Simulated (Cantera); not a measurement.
What does this Cantera script print?

```python
import numpy as np
import cantera as ct

gas_names = """
    CL CLO CL2 H HCL HOCL HO2 H2 H2O H2O2 O OH O2 O3 Si SiCL SiCL2 SiCL3 SiCL4 SiH SiHCL3 SiH2 SiH2CL2
    SiH3 SiH3CL SiH4 SiO SiO2 Si2 Si3
""".split()
cond_names = """
    H2O(s) H2O(L) Si(cr) Si(L) SiO2(Lqz) SiO2(hqz) SiO2(L)
""".split()


def load(file, names, dense=False):
    # The tables refer to 1 bar. Condensed volumes are neglected.
    table = {s.name: s for s in ct.Species.list_from_file(file)}
    out = []
    for n in names:
        d = dict(table[n].input_data)
        d["thermo"] = dict(d["thermo"], **{"reference-pressure": 1e5})
        if dense:
            d["equation-of-state"] = {"model": "constant-volume", "density": "1e6 g/cm^3"}
        out.append(ct.Species.from_dict(d))
    return out


gas = ct.Solution(thermo="ideal-gas", species=load("nasa_gas.yaml", gas_names))
cond = {s.name: ct.Solution(thermo="fixed-stoichiometry", species=[s], name=s.name)
        for s in load("nasa_condensed.yaml", cond_names, dense=True)}
atoms = {
    'SiO2': {'Si': 1, 'O': 2},
    'HCl': {'H': 1, 'CL': 1},
}
top_T = {}  # K; cautious upper limits of use, not melting points


def equilibrate(T, P, feed):
    n = {}
    for name, mol in feed.items():
        for a, k in atoms[name].items():
            n[a] = n.get(a, 0.0) + k * mol
    gas.TPX = T, P, n
    mass = sum(n.values()) * gas.mean_molecular_weight
    gas.equilibrate("TP")
    valid = [c for c in cond.values() if c.min_temp <= T <= top_T.get(c.name, c.max_temp)]
    mix = ct.Mixture([(gas, mass / gas.mean_molecular_weight)] + [(c, 0.0) for c in valid])
    mix.T, mix.P = T, P
    mix.equilibrate("TP", solver="vcs", rtol=1e-11, max_steps=5000)
    return mix


results = []
feed = {'SiO2': 1, 'HCl': 5.4}  # mol
P = 880  # Pa
for T in [1248, 1298, 1348, 1398, 1448, 1498, 1548, 1598, 1648, 1698, 1748, 1798, 1848]:
    mix = equilibrate(T, P, feed)
    results.append((T, P, feed, dict(zip(mix.species_names, mix.species_moles))))

top = {s: max(r[3][s] / sum(r[3][g] for g in gas_names) for r in results) for s in gas_names}
cols = sorted((s for s in top if top[s] > 1e-05), key=lambda s: -top[s])[:6]
seen = [c for c in cond_names if any(r[3].get(c, 0) > 1e-12 for r in results)]
print("log10 of partial pressures in bar; condensed amounts in mol")
print(f"{'T/K':>10s}" + "".join(f"{s[:9]:>10s}" for s in cols + seen))
for T, P, feed, n in results:
    ng = sum(n[g] for g in gas_names)
    print(f"{T:10.4g}" + "".join(f"{np.log10(max(n[s] / ng * P / 1e5, 1e-99)):10.3f}" for s in cols)
          + "".join(f"{n.get(c, 0):10.4g}" for c in seen))
```

Result:

```
log10 of partial pressures in bar; condensed amounts in mol
       T/K       HCL        CL        H2       H2O       SiO         H SiO2(hqz)   SiO2(L)
      1248    -2.056    -5.549    -5.810    -5.986   -12.415    -9.236    0.9997         0
      1298    -2.056    -5.309    -5.582    -5.919   -11.374    -8.761    0.9996         0
      1348    -2.056    -5.087    -5.369    -5.856   -10.409    -8.320    0.9996         0
      1398    -2.057    -4.881    -5.169    -5.798    -9.514    -7.909    0.9995         0
      1448    -2.057    -4.690    -4.982    -5.743    -8.683    -7.527    0.9994         0
      1498    -2.058    -4.512    -4.808    -5.689    -7.910    -7.169    0.9994         0
      1548    -2.059    -4.346    -4.645    -5.631    -7.196    -6.834    0.9993         0
      1598    -2.061    -4.189    -4.494    -5.561    -6.546    -6.521    0.9991         0
      1648    -2.063    -4.041    -4.355    -5.457    -5.977    -6.228    0.9986         0
      1698    -2.065    -3.901    -4.227    -5.294    -5.512    -5.953         0    0.9975
      1748    -2.069    -3.767    -4.111    -5.074    -5.150    -5.697         0    0.9952
      1798    -2.074    -3.641    -4.005    -4.827    -4.853    -5.456         0     0.991
      1848    -2.080    -3.520    -3.910    -4.583    -4.591    -5.231         0    0.9837
```

Equilibrium computed with Cantera from the NASA thermochemical tables; the gas is ideal and each condensed phase is pure. The tables' values for SiCl3 are old estimates; treat these amounts as uncertain. The tables hold silica as quartz up to 1696 K and as liquid above; real silica turns to tridymite and cristobalite and melts near 1996 K.
